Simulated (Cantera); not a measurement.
Reactions in the system H-N-O-Zr

Standard-state values (1 bar) from the NASA 1993 polynomials, evaluated with Cantera. Values are per mole of reaction as written; species without (g) are pure solids or liquids, kept so even where they would boil at 1 bar. ZrN: taken at fixed stoichiometry.

4 OH(g) + 2 ZrN ⇌ 2 H2(g) + 2 ZrO2 + N2(g)

| T (K) | ΔH° (kJ) | ΔS° (J/K) | ΔG° (kJ) | log10 K | condensed phases |
|---|---|---|---|---|---|
| 648 | -1618.5 | -252.4 | -1455.0 | 117.28 | ZrN(s), ZrO2(monoclinic) |
| 848 | -1615.5 | -248.3 | -1404.9 | 86.54 | ZrN(s), ZrO2(monoclinic) |
| 1048 | -1612.1 | -244.8 | -1355.6 | 67.56 | ZrN(s), ZrO2(monoclinic) |
| 1248 | -1608.9 | -242.0 | -1306.9 | 54.70 | ZrN(s), ZrO2(monoclinic) |
| 1448 | -1605.9 | -239.7 | -1258.8 | 45.41 | ZrN(s), ZrO2(monoclinic) |
| 1648 | -1593.2 | -231.2 | -1212.3 | 38.42 | ZrN(s), ZrO2(tetragonal) |
| 1848 | -1593.5 | -231.3 | -1166.0 | 32.96 | ZrN(s), ZrO2(tetragonal) |
| 2048 | -1594.6 | -231.9 | -1119.7 | 28.56 | ZrN(s), ZrO2(tetragonal) |
| 2248 | -1596.4 | -232.7 | -1073.2 | 24.94 | ZrN(s), ZrO2(tetragonal) |
| 2448 | -1598.8 | -233.7 | -1026.6 | 21.91 | ZrN(s), ZrO2(tetragonal) |
